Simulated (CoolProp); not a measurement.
Saturated liquid density (kg/m³) of ethylene: the reference equation beside estimates from Tc = 282.4 K, pc = 5042 kPa, ω = 0.087. Rackett uses Z = 0.29056 − 0.08775 ω.

Computed with CoolProp (reference Helmholtz-energy equation of state, Smukala 2000).

| T (K) | reference | Rackett | Soave-Redlich-Kwong |
|---|---|---|---|
| 172.1 | 563.7 | (withheld) | 543.5 |
| 180.3 | (withheld) | 547.2 | 531.0 |
| 188.5 | 539.4 | 535.1 | 517.7 |
| 196.7 | 526.5 | 522.6 | 503.5 |
| 204.8 | 513.3 | 509.6 | 488.5 |
| 213 | 499.3 | (withheld) | 472.2 |
| 221.2 | 484.4 | 481.2 | 454.5 |
| 229.4 | (withheld) | 465.7 | 435.4 |
| 237.6 | 451.4 | (withheld) | 414.4 |
| 245.8 | (withheld) | (withheld) | 391.2 |
| 253.9 | 411.6 | 410.0 | 365.3 |

Task: Complete the blanks.

Result: 
- 172.1, Rackett: 558.9
- 180.3, reference: 551.8
- 213, Rackett: 495.8
- 229.4, reference: 468.6
- 237.6, Rackett: 448.9
- 245.8, reference: 432.6
- 245.8, Rackett: 430.5

Absolute difference from the reference over all 11 rows, mean and median: Rackett 0.7 and 0.7 %, Soave-Redlich-Kwong 6.2 and 5.4 %.
